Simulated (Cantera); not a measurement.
Charge: 1 mol Si(CH₃)₄, 0.045 mol C₃H₈, 7.2 mol H₂, 0.33 mol C₂H₂, equilibrated at 41.3 Torr.

Method: chemical equilibrium by Gibbs-energy minimisation in Cantera with the NASA 1993 tables (ideal gas, pure condensed phases). Candidate condensed phases: C, C₆H₆, C₇H₈, C₈H₁₈, Si, SiC; 87 gas species. Rates play no part. All values below are at 1777 °C.

Base state: H₂ 0.989, H 0.00962, C₂H₂ (acetylene) 0.00105, Si 9.23e-5, CH₄ 2.01e-5, SiH 1.30e-5 (mole fractions); condensed: C(graphite) + SiC(s).

Task: What changes in the equilibrium state with this change: pressure from 41.3 Torr to 7.50 Torr?

Result: 
```
species            before     after
----------------  -------  --------
H₂                  0.989     0.976
H                 0.00962    0.0224
C₂H₂ (acetylene)  0.00105   0.00104
Si                9.23e-5  0.000507
CH₄               2.01e-5   3.55e-6
Si₂C              3.11e-6   1.71e-5
SiC₂              4.79e-6   2.64e-5
SiH               1.30e-5   3.03e-5
C(graphite), mol     3.77      3.77
SiC(s), mol         0.998     0.992
```
